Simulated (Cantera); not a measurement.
An isothermal, constant-pressure homogeneous reactor starts with NO : N2 = 1 : 3.8 (molar parts), at 1823 K and 2670 Pa. Integrator tolerance rtol = 1e-08.

Cantera simulation using GRI-Mech 3.0 (53 species, 325 reactions); the numbers are that mechanism's predictions, not measurements. Radical loss at walls, strong at low pressure, is not modelled.

| quantity | before | after |
|---|---|---|
| x(NO) at 10.0 s | 0.198 (gas-phase equilibrium 0.00335) | 0.0737 (gas-phase equilibrium 0.00208) |
| x(N2O) at 10.0 s | 1.48e-5 (gas-phase equilibrium 3.34e-8) | 2.17e-6 (gas-phase equilibrium 2.15e-8) |
| x(O2) at 10.0 s | 0.00531 (gas-phase equilibrium 0.102) | 0.000813 (gas-phase equilibrium 0.0366) |
| x(O) at 10.0 s | 8.98e-5 (gas-phase equilibrium 0.000297) | 4.18e-5 (gas-phase equilibrium 0.000178) |
| x(NO2) at 10.0 s | 1.33e-5 (gas-phase equilibrium 9.12e-7) | 2.40e-6 (gas-phase equilibrium 3.38e-7) |
| x(N2) at 10.0 s | 0.797 (gas-phase equilibrium 0.894) | 0.925 (gas-phase equilibrium 0.961) |

Q: Which change was made?
A) pressure from 2670 Pa to 60000 Pa
B) NO 1 to 0.31 parts
C) temperature 1823 to 2175 K
D) temperature 1823 to 2150 K

A: B, NO 1 to 0.31 parts
